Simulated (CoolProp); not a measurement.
R21 at 422.32 K and 4.78 MPa is throttled through a valve to 0.351 MPa with no heat exchange. Each further row changes one setting.

Computed with CoolProp (reference Helmholtz-energy equation of state, Platzer 1990). This equation is an older, rougher fit; its heat capacities, sound speeds and derivatives of the liquid may be far off and weren't checked against measurements.

| case | temperature change (K) | final phase | final density (kg/m³) |
|---|---|---|---|
| as stated | -103.4 | (withheld) | (withheld) |
| outlet pressure 0.105 MPa | (withheld) | two-phase, vapour fraction 0.670 | (withheld) |
| outlet pressure 0.456 MPa | -94.2 | two-phase, vapour fraction 0.529 | (withheld) |

Task: Some entries are withheld; supply them.

Result: 
- as stated, final phase: two-phase, vapour fraction 0.560
- as stated, final density (kg/m³): 26.3
- outlet pressure 0.105 MPa, temperature change (K): -139.4
- outlet pressure 0.105 MPa, final density (kg/m³): 7.11
- outlet pressure 0.456 MPa, final density (kg/m³): 35.6
